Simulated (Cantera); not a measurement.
Charge: 1 mol CCl4, 0.025 mol CH4, 1.8 mol H2, at 1.70e-5 bar.

These are equilibrium values from Cantera (NASA tables, ideal gas, pure condensed phases), not measurements of a reactor. Candidate condensed phases: C, C6H6, C7H8, C8H18; 91 gas species. The numbers say what is thermodynamically allowed, not how fast it happens.

log p: log10 of the partial pressure in bar; n: condensed amount in mol.

```csv
T (K),log p HCl,log p Cl,log p Cl2,log p H2,log p H,n C(graphite)
923,-4.79,-7.06,-6.21,…,<-16,1.02
948,-4.79,-6.88,-6.23,…,-16.49,1.02
973,-4.79,-6.72,-6.25,…,-16.03,1.02
998,-4.79,-6.57,-6.28,…,-15.59,1.02
1023,-4.79,-6.43,-6.33,…,-15.16,1.02
1048,-4.79,-6.31,-6.39,…,-14.75,1.02
1073,-4.79,-6.20,-6.47,…,-14.34,1.02
1098,-4.80,-6.12,-6.57,…,-13.94,1.02
1123,-4.80,-6.05,-6.70,…,-13.54,1.02
1148,-4.80,-6.00,-6.85,…,-13.15,1.02
1173,-4.80,-5.96,-7.02,…,-12.75,1.02
1198,-4.80,-5.94,-7.21,…,-12.37,1.02
1223,-4.80,-5.92,-7.40,…,-11.99,1.02
```

Problem. What belongs in the gaps?

Solution. 
- 923, log p H2: -14.72
- 948, log p H2: -14.42
- 973, log p H2: -14.13
- 998, log p H2: -13.85
- 1023, log p H2: -13.56
- 1048, log p H2: -13.27
- 1073, log p H2: -12.98
- 1098, log p H2: -12.67
- 1123, log p H2: -12.34
- 1148, log p H2: -12.00
- 1173, log p H2: -11.65
- 1198, log p H2: -11.29
- 1223, log p H2: -10.94
